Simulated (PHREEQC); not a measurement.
NaOH is added in steps, without added water, to 1 kg of water holding 0.014 mol/kgw KHCO3, 0.00052 mol/kgw NH3 and 0.061 mol/kgw LiCl, at 75 °C. Oxygen is held at 0.21 atm. The system is closed to CO2. Solids allowed: Halite, Nahcolite, Natron. Others were left out.

Base run: PHREEQC, ion-association model, wateq4f.dat. Each further column changes one thing. The table gives pH.

```json
[
 {"NaOH added (mol)": "0", "base": "8.19", "LiCl from 0.061 to 0.0122 mol/kgw": "8.24", "LiCl left out": "8.27", "NH3 replaced by NH4Br at the same molality": "7.81", "no solid may form": "8.19"},
 {"NaOH added (mol)": "0.001563", "base": "8.85", "LiCl from 0.061 to 0.0122 mol/kgw": "8.92", "LiCl left out": "8.95", "NH3 replaced by NH4Br at the same molality": "8.69", "no solid may form": "8.85"},
 {"NaOH added (mol)": "0.003906", "base": "9.25", "LiCl from 0.061 to 0.0122 mol/kgw": "9.31", "LiCl left out": "9.34", "NH3 replaced by NH4Br at the same molality": "9.17", "no solid may form": "9.25"},
 {"NaOH added (mol)": "0.005469", "base": "9.42", "LiCl from 0.061 to 0.0122 mol/kgw": "9.48", "LiCl left out": "9.51", "NH3 replaced by NH4Br at the same molality": "9.36", "no solid may form": "9.42"},
 {"NaOH added (mol)": "0.007812", "base": "9.63", "LiCl from 0.061 to 0.0122 mol/kgw": "9.69", "LiCl left out": "9.71", "NH3 replaced by NH4Br at the same molality": "9.58", "no solid may form": "9.63"},
 {"NaOH added (mol)": "0.009375", "base": "9.76", "LiCl from 0.061 to 0.0122 mol/kgw": "9.81", "LiCl left out": "9.83", "NH3 replaced by NH4Br at the same molality": "9.71", "no solid may form": "9.76"},
 {"NaOH added (mol)": "0.01172", "base": "9.94", "LiCl from 0.061 to 0.0122 mol/kgw": "9.98", "LiCl left out": "10.00", "NH3 replaced by NH4Br at the same molality": "9.90", "no solid may form": "9.94"},
 {"NaOH added (mol)": "0.01328", "base": "10.06", "LiCl from 0.061 to 0.0122 mol/kgw": "10.09", "LiCl left out": "10.11", "NH3 replaced by NH4Br at the same molality": "10.01", "no solid may form": "10.06"},
 {"NaOH added (mol)": "0.01562", "base": "10.21", "LiCl from 0.061 to 0.0122 mol/kgw": "10.25", "LiCl left out": "10.26", "NH3 replaced by NH4Br at the same molality": "10.18", "no solid may form": "10.21"},
 {"NaOH added (mol)": "0.01719", "base": "10.31", "LiCl from 0.061 to 0.0122 mol/kgw": "10.34", "LiCl left out": "10.36", "NH3 replaced by NH4Br at the same molality": "10.28", "no solid may form": "10.31"},
 {"NaOH added (mol)": "0.01953", "base": "10.43", "LiCl from 0.061 to 0.0122 mol/kgw": "10.47", "LiCl left out": "10.48", "NH3 replaced by NH4Br at the same molality": "10.41", "no solid may form": "10.43"},
 {"NaOH added (mol)": "0.02109", "base": "10.51", "LiCl from 0.061 to 0.0122 mol/kgw": "10.54", "LiCl left out": "10.55", "NH3 replaced by NH4Br at the same molality": "10.48", "no solid may form": "10.51"},
 {"NaOH added (mol)": "0.02344", "base": "10.60", "LiCl from 0.061 to 0.0122 mol/kgw": "10.63", "LiCl left out": "10.64", "NH3 replaced by NH4Br at the same molality": "10.58", "no solid may form": "10.60"},
 {"NaOH added (mol)": "0.025", "base": "10.66", "LiCl from 0.061 to 0.0122 mol/kgw": "10.69", "LiCl left out": "10.70", "NH3 replaced by NH4Br at the same molality": "10.64", "no solid may form": "10.66"}
]
```

At this temperature some constants are extrapolated from 25 °C, and those without enthalpy data are left unchanged. Solids allowed in the column 'LiCl left out': Nahcolite, Natron.
